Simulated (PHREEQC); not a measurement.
Dissolve 1 mol/kgw HCl and 0.91 mol/kgw Na2SO4 at 25 °C. Closed to the air; pH follows from the charge balance.

Equilibrium calculation in PHREEQC: Pitzer model, pitzer.dat.

No solid was allowed to form.

**Question.** Predict the pH, ionic strength, activity of water.

**Answer.** pH 0.33; ionic strength 2.55 mol/kgw; activity of water 0.933.

**Question.** In which forms is S present?

**Answer.** HSO4- 65 %, SO4-2 35 % of the S.

In brines, pH and single-ion activities rest on the MacInnes convention.
